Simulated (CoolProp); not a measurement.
Vapour-liquid equilibrium of cyclohexane (1) + ethanol (2) at 340.8 K; x and y are mole fractions of (1).

Model: multi-fluid Helmholtz-energy mixture model, Zhou 2014 and Schroeder 2014; pair parameters Bell 2016, in CoolProp.

| x | bubble pressure (MPa) | y at the bubble point | dew pressure at overall composition x (MPa) | liquid density (mol/L) |
|---|---|---|---|---|
| 0.05 | 0.07787 | 0.198 | 0.06803 | 15.53 |
| 0.2 | 0.09959 | 0.440 | 0.07800 | 13.76 |
| 0.35 | 0.1057 | 0.507 | 0.09072 | 12.32 |
| 0.5 | 0.1065 | 0.523 | 0.1052 | 11.16 |
| 0.65 | 0.1063 | 0.532 | 0.09503 | 10.23 |
| 0.8 | 0.1026 | 0.576 | 0.08117 | 9.482 |
| 0.95 | 0.08264 | 0.782 | 0.07028 | 8.879 |

y crosses x between x = 0.5 and 0.65: the model has an azeotrope there.

The pair parameters rest on a limited set of measurements; away from them the model extrapolates. With so large a gap from Raoult's law the liquid may split in two, which this calculation doesn't test in full.
